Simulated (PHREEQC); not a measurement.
Make-up at 25 °C: 11.4 mmol/kgw KHCO3 and 82 mmol/kgw K2HPO4. Closed to the air; pH follows from the charge balance.

The numbers come from PHREEQC with the ion-association model, phreeqc.dat.

No solid was allowed to form.

What pH, density does the model give?

pH 8.75; density 1.010 g/cm³.

In which forms is C present?

HCO3- 94 %, CO3-2 6.2 % of the C.
